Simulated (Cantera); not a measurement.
## Aluminium nitride and oxide growth: Al + NH₃ + H₂ + HCl

A closed system holds: 1 mol Al, 330 mol NH₃, 150 mol H₂, 4.8 mol HCl, held at 0.480 bar.

These are equilibrium values from Cantera (NASA tables, ideal gas, pure condensed phases), not measurements of a reactor. Candidate condensed phases: Al, AlCl₃, AlN, NH₄Cl; 20 gas species. The tables' values for AlCl₂ are old estimates; treat these amounts as uncertain. Kinetics and transport are ignored.

| T (K) | x H₂ | x N₂ | x HCl | x H | x AlCl | x AlCl₂ | x AlCl₃ | n AlN(s) |
|---|---|---|---|---|---|---|---|---|
| 1675 | 0.792 | 0.202 | 0.00545 | 0.000149 | 0.000347 | 2.91e-5 | 1.05e-5 | 0.685 |
| 1700 | 0.792 | 0.202 | 0.00530 | 0.000189 | 0.000487 | 3.45e-5 | 9.82e-6 | 0.567 |
| 1725 | 0.792 | 0.202 | 0.00511 | 0.000239 | 0.000669 | 3.99e-5 | 8.91e-6 | 0.415 |
| 1750 | 0.792 | 0.202 | 0.00487 | 0.000299 | 0.000899 | 4.48e-5 | 7.81e-6 | 0.223 |
| 1775 | 0.791 | 0.202 | 0.00460 | 0.000372 | 0.00117 | 4.84e-5 | 6.55e-6 | 0 |
| 1800 | 0.791 | 0.202 | 0.00461 | 0.000460 | 0.00118 | 4.31e-5 | 4.84e-6 | 0 |
| 1825 | 0.791 | 0.202 | 0.00461 | 0.000565 | 0.00118 | 3.84e-5 | 3.60e-6 | 0 |
| 1850 | 0.791 | 0.202 | 0.00462 | 0.000692 | 0.00119 | 3.43e-5 | 2.69e-6 | 0 |
| 1875 | 0.791 | 0.202 | 0.00462 | 0.000841 | 0.00119 | 3.07e-5 | 2.03e-6 | 0 |
| 1900 | 0.791 | 0.202 | 0.00463 | 0.00102 | 0.00119 | 2.76e-5 | 1.54e-6 | 0 |
| 1925 | 0.791 | 0.202 | 0.00463 | 0.00123 | 0.00119 | 2.48e-5 | 1.17e-6 | 0 |
| 1950 | 0.790 | 0.202 | 0.00463 | 0.00147 | 0.00119 | 2.24e-5 | 9.03e-7 | 0 |
| 1975 | 0.790 | 0.202 | 0.00464 | 0.00176 | 0.00120 | 2.02e-5 | 6.98e-7 | 0 |
x: gas mole fraction; n: condensed amount in mol.

From 1675 K to 1750 K the condensed part is AlN(s). From 1775 K to 1975 K nothing is condensed. The main Al-bearing gas is AlCl throughout.
